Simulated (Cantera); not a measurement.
Cantera run:

```python
import numpy as np
import cantera as ct

gas_names = """
    CL CLO CL2 Fe FeCL FeCL2 FeCL3 FeO Fe(OH)2 Fe2CL4 Fe2CL6 H HCL HNO HNO2 HNO3 HOCL HO2 H2 H2O H2O2 N
    NH NH2 NH3 NH2OH NO NO2 NO3 N2 N2H2 N2H4 N2O O OH O2 O3
""".split()
cond_names = """
    Fe(a) Fe(c) Fe(d) Fe(L) FeCL2(s) FeCL2(L) FeCL3(s) FeCL3(L) FeO(s) FeO(L) Fe(OH)2(s) Fe(OH)3(s)
    Fe2O3(s) Fe3O4(s) H2O(s) H2O(L) NH4CL(a) NH4CL(b)
""".split()


# ... load() reads the species with a 1 bar reference pressure and builds the phases ...
atoms = {
    'Fe2O3': {'Fe': 2, 'O': 3},
    'HCl': {'H': 1, 'CL': 1},
    'N2': {'N': 2},
    'Cl2': {'CL': 2},
}
top_T = {'Fe2O3(s)': 1830, 'Fe3O4(s)': 1870}  # K; cautious upper limits of use, not melting points


# ... equilibrate(T, P, feed) seeds the gas with the atoms and calls Mixture.equilibrate('TP', solver="vcs", rtol=1e-11, max_steps=5000) ...
results = []
T = 1223.15  # K
P = 35000  # Pa
for m in [0.012, 0.016, 0.022, 0.029, 0.038, 0.051, 0.068, 0.09, 0.12, 0.16, 0.21, 0.28, 0.37]:
    feed = {'Fe2O3': 1, 'HCl': m, 'N2': 0.091, 'Cl2': 0.12}  # mol
    mix = equilibrate(T, P, feed)
    results.append((T, P, feed, dict(zip(mix.species_names, mix.species_moles))))
    x = sorted(zip(gas.X, gas.species_names), reverse=True)
    print(f"T = {T:g} K  P = {P:g} Pa  n(HCl) = {m:g} mol  gas = {mix.phase_moles(0):.4g} mol")
    print("   x: " + "  ".join(f"{s} {v:.3e}" for v, s in x if v > 0.0001))
    print("   condensed (mol): " + ("  ".join(f"{mix.phase(i).name} {mix.phase_moles(i):.4g}"
          for i in range(1, mix.n_phases) if mix.phase_moles(i) > 1e-12) or "none"))
```

Result:

```
T = 1223.15 K  P = 35000 Pa  n(HCl) = 0.012 mol  gas = 0.2326 mol
   x: N2 3.911e-01  CL2 3.263e-01  FeCL3 1.145e-01  O2 9.667e-02  HCL 5.131e-02  FeCL2 1.358e-02  CL 5.784e-03  Fe2CL6 4.730e-04  H2O 1.368e-04  NO 1.112e-04
   condensed (mol): Fe2O3(s) 0.985
T = 1223.15 K  P = 35000 Pa  n(HCl) = 0.016 mol  gas = 0.2367 mol
   x: N2 3.845e-01  CL2 3.204e-01  FeCL3 1.127e-01  O2 9.520e-02  HCL 6.713e-02  FeCL2 1.349e-02  CL 5.732e-03  Fe2CL6 4.584e-04  H2O 2.367e-04  NO 1.094e-04
   condensed (mol): Fe2O3(s) 0.9849
T = 1223.15 K  P = 35000 Pa  n(HCl) = 0.022 mol  gas = 0.2427 mol
   x: N2 3.749e-01  CL2 3.120e-01  FeCL3 1.102e-01  O2 9.307e-02  HCL 8.978e-02  FeCL2 1.337e-02  CL 5.657e-03  Fe2CL6 4.380e-04  H2O 4.298e-04  NO 1.068e-04
   condensed (mol): Fe2O3(s) 0.9849
T = 1223.15 K  P = 35000 Pa  n(HCl) = 0.029 mol  gas = 0.2497 mol
   x: N2 3.643e-01  CL2 3.028e-01  HCL 1.147e-01  FeCL3 1.074e-01  O2 9.070e-02  FeCL2 1.323e-02  CL 5.573e-03  H2O 7.134e-04  Fe2CL6 4.161e-04  NO 1.039e-04
   condensed (mol): Fe2O3(s) 0.9848
T = 1223.15 K  P = 35000 Pa  n(HCl) = 0.038 mol  gas = 0.2588 mol
   x: N2 3.516e-01  CL2 2.918e-01  HCL 1.445e-01  FeCL3 1.041e-01  O2 8.781e-02  FeCL2 1.306e-02  CL 5.470e-03  H2O 1.157e-03  Fe2CL6 3.907e-04  NO 1.005e-04
   condensed (mol): Fe2O3(s) 0.9847
T = 1223.15 K  P = 35000 Pa  n(HCl) = 0.051 mol  gas = 0.2718 mol
   x: N2 3.347e-01  CL2 2.772e-01  HCL 1.838e-01  FeCL3 9.969e-02  O2 8.394e-02  FeCL2 1.283e-02  CL 5.332e-03  H2O 1.925e-03  Fe2CL6 3.586e-04
   condensed (mol): Fe2O3(s) 0.9846
T = 1223.15 K  P = 35000 Pa  n(HCl) = 0.068 mol  gas = 0.2888 mol
   x: N2 3.150e-01  CL2 2.604e-01  HCL 2.292e-01  FeCL3 9.467e-02  O2 7.934e-02  FeCL2 1.257e-02  CL 5.168e-03  H2O 3.100e-03  Fe2CL6 3.234e-04
   condensed (mol): Fe2O3(s) 0.9844
T = 1223.15 K  P = 35000 Pa  n(HCl) = 0.09 mol  gas = 0.3108 mol
   x: N2 2.928e-01  HCL 2.800e-01  CL2 2.416e-01  FeCL3 8.911e-02  O2 7.404e-02  FeCL2 1.229e-02  CL 4.978e-03  H2O 4.814e-03  Fe2CL6 2.865e-04
   condensed (mol): Fe2O3(s) 0.9841
T = 1223.15 K  P = 35000 Pa  n(HCl) = 0.12 mol  gas = 0.3406 mol
   x: HCL 3.376e-01  N2 2.671e-01  CL2 2.202e-01  FeCL3 8.285e-02  O2 6.779e-02  FeCL2 1.196e-02  H2O 7.348e-03  CL 4.752e-03  Fe2CL6 2.477e-04
   condensed (mol): Fe2O3(s) 0.9838
T = 1223.15 K  P = 35000 Pa  n(HCl) = 0.16 mol  gas = 0.3803 mol
   x: HCL 3.990e-01  N2 2.392e-01  CL2 1.974e-01  FeCL3 7.628e-02  O2 6.081e-02  FeCL2 1.164e-02  H2O 1.085e-02  CL 4.499e-03  Fe2CL6 2.099e-04
   condensed (mol): Fe2O3(s) 0.9832
T = 1223.15 K  P = 35000 Pa  n(HCl) = 0.21 mol  gas = 0.4298 mol
   x: HCL 4.583e-01  N2 2.117e-01  CL2 1.752e-01  FeCL3 7.004e-02  O2 5.371e-02  H2O 1.515e-02  FeCL2 1.134e-02  CL 4.239e-03  Fe2CL6 1.770e-04
   condensed (mol): Fe2O3(s) 0.9824
T = 1223.15 K  P = 35000 Pa  n(HCl) = 0.28 mol  gas = 0.4989 mol
   x: HCL 5.198e-01  N2 1.824e-01  CL2 1.522e-01  FeCL3 6.373e-02  O2 4.593e-02  H2O 2.075e-02  FeCL2 1.107e-02  CL 3.950e-03  Fe2CL6 1.465e-04
   condensed (mol): Fe2O3(s) 0.9813
T = 1223.15 K  P = 35000 Pa  n(HCl) = 0.37 mol  gas = 0.5874 mol
   x: HCL 5.757e-01  N2 1.549e-01  CL2 1.310e-01  FeCL3 5.816e-02  O2 3.843e-02  H2O 2.706e-02  FeCL2 1.089e-02  CL 3.665e-03  Fe2CL6 1.220e-04
   condensed (mol): Fe2O3(s) 0.9796
```

Equilibrium computed with Cantera from the NASA thermochemical tables; the gas is ideal and each condensed phase is pure.
